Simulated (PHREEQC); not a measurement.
Make-up at 25 °C: 2.3 mmol/kgw HF and 1.2 mmol/kgw KHF2. Closed to the air; pH follows from the charge balance.

Computed with PHREEQC (ion-association model, phreeqc.dat).

This is a speciation only: nothing precipitates in the calculation.

**Question.** Order these F species by the share of F that they hold, largest first: HF2-, HF, F-.

**Answer.** HF (55 %), F- (44 %), HF2- (0.88 %)

The pH is 3.06 and the ionic strength 0.00211 mol/kgw. Complexes and solids missing from the database can't appear.
